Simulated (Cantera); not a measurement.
Charge: 1 mol AlI₃, 0.85 mol N₂O, 150 mol H₂, held at 1573.15 K.

These are equilibrium values from Cantera (NASA tables, ideal gas, pure condensed phases), not measurements of a reactor. Candidate condensed phases: Al, AlI₃, AlN, Al₂O₃, H₂O, I₂; 41 gas species. Mutual solubility and eutectic melting of coexisting phases are not modelled. Equilibrium is a limit: real reactors are often held back by kinetics, nucleation or transport.

At 100000 Pa, list the 5 most abundant gas species with their mole fractions, and the condensed phases.

H₂ 0.976, HI 0.0134, I 0.00561, N₂ 0.00441, AlI 0.000483. Condensed: AlN(s) + Al₂O₃(s).
